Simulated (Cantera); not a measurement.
An adiabatic, constant-pressure homogeneous reactor starts with CO : H₂ : O₂ : N₂ = 1 : 0.21 : 1.64 : 6.15 (molar parts), equivalence ratio 0.37, at 1525 K and 1.00 bar.

Model: GRI-Mech 3.0 (53 species, 325 reactions), integrated in Cantera.

One state of this run: T (K) = 2407; x CO = 0.00721; x H₂ = 0.000244; x O₂ = 0.117; x O = 0.00309; x HO₂ = 3.38e-6; x NO₂ = 1.02e-5. x: mole fraction; the columns are a selection and need not sum to one.

Which value of t (s) does it belong to?
A) 6.50e-6
B) 0.852
C) 0.000223
D) 0.000724

B, 0.852
